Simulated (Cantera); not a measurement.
A perfectly stirred reactor is fed with 0.192 % C2H6, 99.8 % N2, at 0.00470 bar; it is held at 1625 K, and followed from long to short residence time.

Cantera simulation using GRI-Mech 3.0 (53 species, 325 reactions); the numbers are that mechanism's predictions, not measurements. GRI-Mech 3.0 stops at C3 and has no aromatics, soot or wall deposition, so with more carbon than oxygen in the feed, carbon stays in small species such as C2H2 where larger ones or solid carbon would form. Radical loss at walls, strong at low pressure, is not modelled.

One state of this run: x C2H6 = 0.000186; x H2 = 0.00189; x HCN = 1.78e-5; x C2H = 3.32e-7; x C2H2 = 0.000770; x CH3 = 0.000675; x CH2 = 6.17e-6. x: mole fraction; the columns are a selection and need not sum to one.

**Question.** Which value of τ (s) does it belong to?
(A) 0.010
(B) 0.040
(C) 0.0027
(D) 0.15

**Answer.** B, 0.040
